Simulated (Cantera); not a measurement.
An adiabatic, constant-pressure homogeneous reactor starts with CH₄ : CO : O₂ : N₂ = 1 : 0.72 : 5.36 : 20.2 (molar parts), at 1400 K and 1.00 bar. Integrator tolerance rtol = 1e-08.

Model: GRI-Mech 3.0 (53 species, 325 reactions), integrated in Cantera.

Problem. What does this change do: pressure from 1.00 bar to 10.0 bar?

Solution. 
```csv
quantity,before,after
time of steepest temperature rise,2.17 ms,0.367 ms
temperature at 5.00 s,2295 K,2320 K
equilibrium temperature,2295 K,2320 K
x(CH₄) at 5.00 s,<1e-12 (gas-phase equilibrium <1e-12),<1e-12 (gas-phase equilibrium <1e-12)
x(CO) at 5.00 s,0.00215 (gas-phase equilibrium 0.00215),0.000816 (gas-phase equilibrium 0.000816)
x(O₂) at 5.00 s,0.105 (gas-phase equilibrium 0.105),0.105 (gas-phase equilibrium 0.105)
x(N₂O) at 5.00 s,5.76e-7 (gas-phase equilibrium 5.76e-7),1.92e-6 (gas-phase equilibrium 1.92e-6)
x(OH) at 5.00 s,0.00511 (gas-phase equilibrium 0.00511),0.00319 (gas-phase equilibrium 0.00319)
x(H) at 5.00 s,0.000200 (gas-phase equilibrium 0.000200),4.41e-5 (gas-phase equilibrium 4.41e-5)
x(C₂H) at 5.00 s,<1e-12 (gas-phase equilibrium <1e-12),<1e-12 (gas-phase equilibrium <1e-12)
```

Problem. What does this change do: 2.3 parts CO2 added?

Solution. 
```csv
quantity,before,after
time of steepest temperature rise,2.17 ms,2.44 ms
temperature at 5.00 s,2295 K,2202 K
equilibrium temperature,2295 K,2202 K
x(CH₄) at 5.00 s,<1e-12 (gas-phase equilibrium <1e-12),<1e-12 (gas-phase equilibrium <1e-12)
x(CO) at 5.00 s,0.00215 (gas-phase equilibrium 0.00215),0.00264 (gas-phase equilibrium 0.00264)
x(O₂) at 5.00 s,0.105 (gas-phase equilibrium 0.105),0.0985 (gas-phase equilibrium 0.0985)
x(N₂O) at 5.00 s,5.76e-7 (gas-phase equilibrium 5.76e-7),4.22e-7 (gas-phase equilibrium 4.22e-7)
x(OH) at 5.00 s,0.00511 (gas-phase equilibrium 0.00511),0.00340 (gas-phase equilibrium 0.00340)
x(H) at 5.00 s,0.000200 (gas-phase equilibrium 0.000200),9.03e-5 (gas-phase equilibrium 9.03e-5)
x(C₂H) at 5.00 s,<1e-12 (gas-phase equilibrium <1e-12),<1e-12 (gas-phase equilibrium <1e-12)
```
